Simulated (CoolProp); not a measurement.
A closed Brayton cycle with nitrogen: compressor inlet 333.15 K and 2.6 MPa, high pressure 8.42 MPa, turbine inlet 755 K, compressor efficiency 0.85, turbine efficiency 0.85, recuperator effectiveness 0 (on enthalpy, no pinch check). Each further row changes one setting.

Model: reference Helmholtz-energy equation of state, Span 2000, in CoolProp.

| case | thermal efficiency (%) | net work (kJ/kg) | compressor to turbine work | compressor exit (K) | turbine exit (K) |
|---|---|---|---|---|---|
| as stated | 10.3 | 30.2 | 0.85 | 490.1 | 578.8 |
| turbine inlet 705 K | [?] | 17.0 | 0.91 | 490.1 | [?] |
| compressor inlet 343.15 K | 9.1 | 25.1 | 0.87 | 504.6 | 578.8 |
| high pressure 7.16 MPa | [?] | 33.1 | 0.81 | 465.3 | 600.2 |
| recuperator effectiveness 0.5 | 12.3 | 30.2 | 0.85 | 490.1 | 578.8 |

Task: Complete the blanks.

Result: 
- turbine inlet 705 K, thermal efficiency (%): 7.2
- turbine inlet 705 K, turbine exit (K): 539.0
- high pressure 7.16 MPa, thermal efficiency (%): 10.4
